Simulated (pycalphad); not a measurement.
Computed with pycalphad from the COST 507 light-alloy database (1999), at 1 atm. The database dates from 1999; later assessments differ in places, in temperatures and in the compounds included. Amounts are mole fractions of atoms.

### Question
Give the equilibrium state of Al-3.763Si-0.2363C (wt.%) at 1410 K.

### Answer
liquid, fraction 0.988, with 3.8 Si, <0.01 C wt.%; AL4C3, fraction 0.012, with 0.20 Si, 25.0 C wt.%.

### Question
Give the equilibrium state of Al-3.763Si-0.2363C (wt.%) at 930 K.

### Answer
liquid, fraction 0.988, with 3.7 Si, <0.01 C wt.%; AL8SIC7, fraction 0.012, with 8.6 Si, 25.6 C wt.%.

Database names, with the compositions (at.%) that they take in these runs: AL4C3: Al 57 C 43; AL8SIC7: Al 50 C 44 Si 6.
